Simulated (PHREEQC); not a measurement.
3.6 g of hydrous ferric oxide (600 m²/g; 0.2 weak and 0.005 strong sites per Fe, Dzombak-Morel constants, diffuse double layer) in 1 kg of water with 0.01 mol/kgw of an inert sodium salt and 0.00013 mol Na2SeO4, at 25 °C; the pH is set by adding NaOH or the inert anion's acid. O2 is buffered at 0.21 atm. CO2 from the air is kept out. No solid was allowed to form.

The series has 17 steps of pH, from 3 to 11.

Computed with PHREEQC (ion-association model, wateq4f.dat).

**Question.** Near which pH is half of the Se sorbed, and on which side is more sorbed?

**Answer.** Near pH 7.2, with more sorbed at lower pH.

The oxide is taken as insoluble; below pH 4 it would dissolve.
